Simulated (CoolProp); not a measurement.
Vapour-liquid equilibrium of CHF3 (R23) (1) + R13 (2) at -5.45 °C; x and y are mole fractions of (1).

Model: multi-fluid Helmholtz-energy mixture model, Penoncello 2003 and Platzer 1990; pair parameters Bell 2016, in CoolProp. This equation is an older, rougher fit; its heat capacities, sound speeds and derivatives of the liquid may be far off and weren't checked against measurements.

Q: Give the bubble pressure and the first vapour's composition at x = 0.35, 0.85, 0.95. Is there an azeotrope?

A: x = 0.35: 2283 kPa, y = 0.417; x = 0.85: 2326 kPa, y = 0.819; x = 0.95: 2221 kPa, y = 0.932. y crosses x between x = 0.55 and 0.65: the model has an azeotrope there.

The pair parameters rest on a limited set of measurements; away from them the model extrapolates.
